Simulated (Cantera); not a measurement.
Feed: 1 mol NF3, 0.19 mol H2, equilibrated at 15800 Torr.

Method: chemical equilibrium by Gibbs-energy minimisation in Cantera with the NASA 1993 tables (ideal gas, pure condensed phases). The numbers say what is thermodynamically allowed, not how fast it happens.

**Question.** At 1602 °C, list the 5 most abundant gas species with their mole fractions, and the condensed phases.

**Answer.** F 0.648, N2 0.154, HF 0.117, F2 0.0806, NF3 6.50e-5. Condensed: gas only.
